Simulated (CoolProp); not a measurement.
Vapour-liquid equilibrium of CHF3 (R23) (1) + R134a (2) at 254.1 K; x and y are mole fractions of (1).

Values from CoolProp's multi-fluid Helmholtz-energy mixture model, Penoncello 2003 and Tillner-Roth 1994; pair parameters Bell 2016.

Problem. Give the bubble pressure and the first vapour's composition at x = 0.05, 0.65, 0.95. Is there an azeotrope?

Solution. x = 0.05: 0.1926 MPa, y = 0.303; x = 0.65: 0.9144 MPa, y = 0.929; x = 0.95: 1.355 MPa, y = 0.992. No azeotrope shows between x = 0.05 and 0.95.

Pair parameters are fitted to limited data, so mixtures are less certain than the pure fluids.
